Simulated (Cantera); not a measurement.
A closed system holds: 1 mol C2H4, a varied amount of CO2, held at 21.0 Pa.

Equilibrium computed with Cantera from the NASA thermochemical tables; the gas is ideal and each condensed phase is pure. Candidate condensed phases: C, C6H6, C7H8, C8H18, H2O; 110 gas species. The numbers say what is thermodynamically allowed, not how fast it happens.

Stable condensed phases, one row left out:

```
T in K \ n(CO2) in mol
         0.39 0.85  1.3  1.8  2.2  2.7  3.1  3.6
   1848     A    A    A    A    B    B    B    B
   1748     A    A    A    A    B    B    B    B
   1648     A    A    A    A    B    B    B    B
   1548     A    A    A    A    B    B    B    B
   1448     A    A    A    A    B    B    B    B
   1348     A    A    A    A    B    B    B    B
   1248     A    A    A    A    B    B    B    B
   1148     A    A    A    A    B    B    B    B
   1048     A    A    A    A    B    B    B    B
    948     A    A    A    A    B    B    B    B
    748     A    A    A    A    A    B    B    B
    648     A    A    A    A    A    A    A    A
```

A: C; B: gas only.

**Question.** Give the row for 848 K.

**Answer.** 0.39: C; 0.85: C; 1.3: C; 1.8: C; 2.2: gas only; 2.7: gas only; 3.1: gas only; 3.6: gas only.
